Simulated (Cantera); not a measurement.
**Premixed flame**

A freely propagating, adiabatic, planar premixed flame of 7.53 % CH₄, 0.828 % C₂H₆, 0.979 % C₃H₈, 19.1 % O₂, 71.6 % N₂, unburnt at 650 K and 0.120 bar; mixture-averaged transport, grid criteria slope 0.08 and curve 0.16, no radiation.

Computed with Cantera and GRI-Mech 3.0 (53 species, 325 reactions). Burning velocities carry a grid error of a few per cent, more on coarse grids.

| z (mm) | T (K) | u (m/s) | x CH₄ | x C₂H₆ | x C₃H₈ | x C₂H | x CH₂O | x H |
|---|---|---|---|---|---|---|---|---|
| -6.12 | 650 | 2.04 | 0.0752 | 0.00827 | 0.00978 | <1e-8 | 7.55e-8 | 1.20e-8 |
| -4.08 | 651 | 2.04 | 0.0749 | 0.00825 | 0.00975 | <1e-8 | 1.88e-6 | 4.08e-7 |
| -3.06 | 655 | 2.07 | 0.0743 | 0.00821 | 0.00971 | <1e-8 | 1.26e-5 | 2.91e-6 |
| -2.04 | 702 | 2.24 | 0.0714 | 0.00811 | 0.00946 | <1e-8 | 0.000114 | 2.93e-5 |
| -1.02 | 1062 | 3.48 | 0.0529 | 0.00693 | 0.00597 | <1e-8 | 0.000918 | 0.000473 |
| -0.510 | 1454 | 4.87 | 0.0304 | 0.00280 | 0.00144 | 1.29e-7 | 0.00145 | 0.00218 |
| 0 | 1816 | 6.18 | 0.00909 | 0.000186 | 3.16e-5 | 2.60e-6 | 0.000866 | 0.00673 |
| 0.510 | 1989 | 6.80 | 0.00124 | 1.58e-6 | 4.00e-8 | 2.94e-6 | 0.000228 | 0.0122 |
| 1.02 | 2033 | 6.95 | 9.69e-5 | <1e-8 | <1e-8 | 5.04e-7 | 2.66e-5 | 0.0160 |
| 2.04 | 2051 | 6.98 | 3.80e-7 | <1e-8 | <1e-8 | <1e-8 | 1.25e-7 | 0.0188 |
| 4.08 | 2063 | 7.00 | <1e-8 | <1e-8 | <1e-8 | <1e-8 | <1e-8 | 0.0195 |
| 8.16 | 2077 | 7.04 | <1e-8 | <1e-8 | <1e-8 | <1e-8 | <1e-8 | 0.0189 |
| 16.3 | 2099 | 7.10 | <1e-8 | <1e-8 | <1e-8 | <1e-8 | <1e-8 | 0.0175 |
x: mole fraction of selected species; z is measured from the peak of heat release.

```
Item                        Result
------------------------  --------
laminar burning velocity  203 cm/s
thermal thickness          2.04 mm
peak x(C₂H)                3.79e-6
peak x(CH₂O)               0.00145
peak x(H)                   0.0195
grid points                    154
```
